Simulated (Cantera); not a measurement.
Feed: 1 mol TEOS, 8.2 mol N₂O, 2.8 mol H₂, at 1300 K and 1330 Pa.

Equilibrium computed with Cantera from the NASA thermochemical tables; the gas is ideal and each condensed phase is pure. Candidate condensed phases: C, C₆H₆, C₇H₈, C₈H₁₈, H₂O, Si, SiC, SiO₂, Si₂N₂O, Si₃N₄; 151 gas species. The feed counts by its element totals alone. The tables hold silica as quartz up to 1696 K and as liquid above; real silica turns to tridymite and cristobalite and melts near 1996 K. Kinetics and transport are ignored.

Base state: H₂ 0.386, N₂ 0.283, CO 0.255, H₂O 0.0552, CO₂ 0.0207 (mole fractions); condensed: SiO₂(β-quartz).

Question: What changes in the equilibrium state with this change: temperature from 1300 K to 748.15 K?

Answer: 
```tsv
species	before	after
H₂	0.386	0.406
N₂	0.283	0.308
CO	0.255	0.115
CO₂	0.0207	0.104
H₂O	0.0552	0.0596
CH₄	3.39e-9	0.00728
SiO₂(β-quartz), mol	1.00	0
C(graphite), mol	0	1.97
SiO₂(α-quartz), mol	0	1.00
```
